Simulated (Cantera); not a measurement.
An isothermal, constant-pressure homogeneous reactor starts with H2 : O2 : N2 = 0.54 : 1 : 2.4 (molar parts), equivalence ratio 0.27, at 1325 K and 0.133 bar.

Cantera simulation using the H2/O2 subset of GRI-Mech 3.0, which has no nitrogen chemistry; the numbers are that mechanism's predictions, not measurements. The temperature is held fixed by assumption; the heat of reaction is taken as removed at once.

x: mole fraction; the columns are a selection and need not sum to one.

```
t (s)         x H2   x O2       x H    x H2O   x H2O2      x OH
--------  --------  -----  --------  -------  -------  --------
5.00e-5      0.137  0.254   2.20e-6  2.95e-6      [?]   5.98e-7
0.000137     0.118  0.244   0.00937   0.0134      [?]   0.00249
0.000378   0.00874  0.187    0.0342    0.111  1.05e-6   0.00717
0.00104    0.00378  0.194   0.00806    0.135  1.12e-6   0.00472
0.00285   0.000609  0.198  0.000469    0.145      [?]   0.00185
0.00783    6.99e-5  0.199   1.84e-5    0.147      [?]  0.000631
0.0215     1.11e-5  0.199   1.23e-6    0.147      [?]  0.000258
0.0592     2.51e-6  0.199   1.38e-7    0.147      [?]  0.000124
0.163      7.10e-7  0.199   2.15e-8    0.147      [?]   6.69e-5
0.447      2.48e-7  0.199   4.51e-9    0.147      [?]   3.97e-5
1.23       1.34e-7  0.199   1.81e-9    0.147  1.71e-9   2.91e-5
3.37       1.22e-7  0.199   1.58e-9    0.147  1.59e-9   2.77e-5
9.27       1.22e-7  0.199   1.57e-9    0.147  1.59e-9   2.77e-5
25.5       1.22e-7  0.199   1.57e-9    0.147  1.59e-9   2.77e-5
70.0       1.22e-7  0.199   1.57e-9    0.147  1.59e-9   2.77e-5
```

Problem. What belongs in the gaps?

Solution. 
- 5.00e-5, x H2O2: 1.03e-9
- 0.000137, x H2O2: 2.29e-7
- 0.00285, x H2O2: 6.14e-7
- 0.00783, x H2O2: 1.98e-7
- 0.0215, x H2O2: 6.13e-8
- 0.0592, x H2O2: 2.03e-8
- 0.163, x H2O2: 7.18e-9
- 0.447, x H2O2: 2.89e-9
